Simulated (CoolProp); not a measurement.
Vapour-liquid equilibrium of nitrogen (1) + oxygen (2) at 11.9 bar; x and y are mole fractions of (1).

Model: multi-fluid Helmholtz-energy mixture model, Span 2000 and Schmidt 1985; pair parameters Gernert 2013, in CoolProp.

| x | bubble temperature, mixture model (K) | bubble temperature, Raoult's law (K) | y, mixture model | y, Raoult's law |
|---|---|---|---|---|
| 0.05 | 121.4 | 121.4 | 0.101 | 0.113 |
| 0.15 | 119.1 | 119.2 | 0.272 | 0.304 |
| 0.25 | 117.1 | 117.2 | 0.411 | 0.456 |
| 0.35 | 115.3 | 115.3 | 0.527 | 0.579 |
| 0.45 | 113.7 | 113.6 | 0.626 | 0.680 |
| 0.55 | 112.2 | 112.1 | 0.712 | 0.763 |
| 0.65 | 110.8 | 110.7 | 0.788 | 0.833 |
| 0.75 | 109.5 | 109.4 | 0.856 | 0.891 |
| 0.85 | 108.3 | 108.2 | 0.918 | 0.940 |
| 0.95 | 107.1 | 107.0 | 0.974 | 0.981 |

The largest gap from Raoult's law is +0.1 K in bubble temperature, at x = 0.75. No azeotrope shows between x = 0.05 and 0.95.

The pair parameters rest on a limited set of measurements; away from them the model extrapolates. The gap from Raoult's law changes sign with composition, which may be real or a fault of the pair parameters; it wasn't checked against measurements.
